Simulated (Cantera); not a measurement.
An adiabatic, constant-pressure homogeneous reactor starts with CH4 : C2H6 : C3H8 : O2 : N2 = 1 : 0.1 : 0.25 : 3 : 11.3 (molar parts), equivalence ratio 1.2, at 1425 K and 1500000 Pa.

Model: GRI-Mech 3.0 (53 species, 325 reactions), integrated in Cantera. GRI-Mech 3.0 was tuned for natural gas; its chemistry of propane as a main component is partial and can be far from experiment. The pressure lies above the range GRI-Mech 3.0 was tuned for (to about 10 atm).

Predict: time of steepest temperature rise; temperature at 0.800 s; equilibrium temperature; x(NO2) at 0.800 s; x(NO) at 0.800 s; x(O2) at 0.800 s.

time of steepest temperature rise: 51.5 µs
temperature at 0.800 s: 2913 K
equilibrium temperature: 2913 K
x(NO2) at 0.800 s: 1.41e-6 (gas-phase equilibrium 1.41e-6)
x(NO) at 0.800 s: 0.00484 (gas-phase equilibrium 0.00484)
x(O2) at 0.800 s: 0.00313 (gas-phase equilibrium 0.00313)
